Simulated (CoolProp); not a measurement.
Vapour-liquid equilibrium of benzene (1) + octamethylcyclotetrasiloxane (D4) (2) at 423 kPa; x and y are mole fractions of (1).

Model: multi-fluid Helmholtz-energy mixture model, Thol 2012 and Thol 2015; pair parameters Bell 2016, in CoolProp.

| x | bubble temperature, mixture model (K) | bubble temperature, Raoult's law (K) | y, mixture model | y, Raoult's law |
|---|---|---|---|---|
| 0.05 | 507.8 | 501.9 | 0.148 | 0.263 |
| 0.15 | 491.5 | 480.6 | 0.418 | 0.574 |
| 0.25 | 475.5 | 464.5 | 0.623 | 0.737 |
| 0.35 | 461.2 | 451.9 | 0.759 | 0.832 |
| 0.45 | 449.1 | 441.8 | 0.846 | 0.890 |
| 0.55 | 438.9 | 433.4 | [?] | 0.929 |
| 0.65 | 430.4 | 426.3 | 0.939 | 0.955 |
| 0.75 | 422.9 | 420.2 | [?] | 0.973 |
| 0.85 | 416.4 | 414.9 | [?] | 0.986 |
| 0.95 | 410.6 | 410.2 | 0.996 | 0.996 |

Q: Some entries are withheld; supply them.

A: 
- 0.55, y, mixture model: 0.902
- 0.75, y, mixture model: 0.965
- 0.85, y, mixture model: 0.983

The largest gap from Raoult's law is +11.0 K in bubble temperature, at x = 0.25. No azeotrope shows between x = 0.05 and 0.95.

Pair parameters are fitted to limited data, so mixtures are less certain than the pure fluids.
